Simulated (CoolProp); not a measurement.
Vapour pressure (kPa) of propylene: the reference equation beside estimates from Tc = 364.2 K, pc = 4555 kPa, ω = 0.146. Clausius-Clapeyron is anchored at 300 K with a constant enthalpy of vaporisation of 13.94 kJ/mol.

The numbers come from the reference Helmholtz-energy equation of state, Lemmon 2013 in CoolProp.

| T (K) | reference | Clausius-Clapeyron | van der Waals | Redlich-Kwong | Soave-Redlich-Kwong | Peng-Robinson |
|---|---|---|---|---|---|---|
| 286.1 | 844.1 | 921.2 | 1604 | … | 851.3 | 842.8 |
| 289.6 | 927.0 | 988.8 | 1698 | 1073 | 935.6 | 925.9 |
| 293.1 | 1016 | 1060 | 1795 | 1168 | 1026 | 1015 |
| 296.6 | 1110 | 1134 | … | 1270 | 1122 | 1110 |
| 300 | 1209 | 1209 | 1996 | 1374 | 1222 | 1209 |
| 303.5 | 1316 | 1289 | 2103 | 1487 | 1332 | 1317 |
| 307 | 1430 | 1373 | 2214 | 1606 | 1448 | 1432 |
| 310.5 | 1552 | 1460 | 2328 | 1732 | 1572 | 1554 |
| 314 | 1680 | 1551 | 2446 | 1864 | 1703 | … |
| 317.5 | 1817 | 1645 | 2568 | 2003 | 1841 | 1822 |
| 321 | 1961 | … | 2693 | 2148 | 1988 | 1968 |
| 324.5 | 2114 | 1843 | 2822 | 2300 | 2143 | 2122 |
| 328 | 2275 | 1947 | 2955 | 2460 | 2306 | 2285 |

Task: Fill in the missing entries.

Result: 
- 286.1, Redlich-Kwong: 982.5
- 296.6, van der Waals: 1895
- 314, Peng-Robinson: 1684
- 321, Clausius-Clapeyron: 1742

Absolute difference from the reference over all 13 rows, mean and median: Clausius-Clapeyron 6.9 and 6.7 %, van der Waals 56.8 and 54.8 %, Redlich-Kwong 12.3 and 12.3 %, Soave-Redlich-Kwong 1.2 and 1.3 %, Peng-Robinson 0.2 and 0.1 %.
